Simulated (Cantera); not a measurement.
Cantera with NASA thermochemical tables; ideal gases at 1 bar, condensed phases pure. Values are per mole of reaction as written; species without (g) are pure solids or liquids, kept so even where they would boil at 1 bar.

3 F2(g) + 2 BN + 3 H2(g) → 2 NH3(g) + 2 BF3(g)

```csv
T (K),ΔH° (kJ),ΔS° (J/K),ΔG° (kJ),log10 K
300,-1861.4,-136.0,-1820.6,316.99
1998,-1906.2,-197.5,-1511.7,39.52
2023,?,?,?,?
2048,-1906.8,-197.7,-1501.9,38.30
2073,?,?,?,?
2098,?,?,?,?
2123,?,?,?,?
2148,-1907.9,-198.3,-1482.1,36.04
2173,-1908.2,-198.4,-1477.1,35.51
2198,-1908.4,-198.5,-1472.1,34.98
```

### Question
Complete the blanks.

### Answer

- 2023, ΔH° (kJ): -1906.5
- 2023, ΔS° (J/K): -197.6
- 2023, ΔG° (kJ): -1506.8
- 2023, log10 K: 38.91
- 2073, ΔH° (kJ): -1907.1
- 2073, ΔS° (J/K): -197.9
- 2073, ΔG° (kJ): -1496.9
- 2073, log10 K: 37.72
- 2098, ΔH° (kJ): -1907.4
- 2098, ΔS° (J/K): -198.0
- 2098, ΔG° (kJ): -1492.0
- 2098, log10 K: 37.15
- 2123, ΔH° (kJ): -1907.6
- 2123, ΔS° (J/K): -198.1
- 2123, ΔG° (kJ): -1487.0
- 2123, log10 K: 36.59
